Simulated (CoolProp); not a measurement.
Vapour-liquid equilibrium of isobutene (1) + acetone (2) at 26.25 °C; x and y are mole fractions of (1).

Model: multi-fluid Helmholtz-energy mixture model, Lemmon 2005 and Lemmon 2006; pair parameters Bell 2016, in CoolProp.

| x | bubble pressure (bar) | y at the bubble point | dew pressure at overall composition x (bar) | liquid density (mol/L) |
|---|---|---|---|---|
| 0.05 | 0.6879 | 0.543 | 0.3410 | 13.30 |
| 0.125 | 1.158 | 0.742 | 0.3695 | 13.04 |
| 0.2 | 1.536 | 0.815 | 0.4032 | 12.77 |
| 0.275 | 1.831 | 0.852 | 0.4435 | 12.52 |
| 0.35 | 2.058 | 0.875 | 0.4927 | 12.27 |
| 0.425 | 2.232 | 0.890 | 0.5539 | 12.02 |
| 0.5 | 2.370 | 0.902 | 0.6324 | 11.78 |
| 0.575 | 2.485 | 0.912 | 0.7366 | 11.55 |
| 0.65 | 2.591 | 0.921 | 0.8814 | 11.33 |
| 0.725 | 2.695 | 0.932 | 1.096 | 11.12 |
| 0.8 | 2.807 | 0.944 | 1.441 | 10.92 |
| 0.875 | 2.930 | 0.960 | 2.057 | 10.74 |
| 0.95 | 3.067 | 0.981 | 2.857 | 10.57 |

No azeotrope shows between x = 0.05 and 0.95.

The pair parameters rest on a limited set of measurements; away from them the model extrapolates. With so large a gap from Raoult's law the liquid may split in two, which this calculation doesn't test in full.
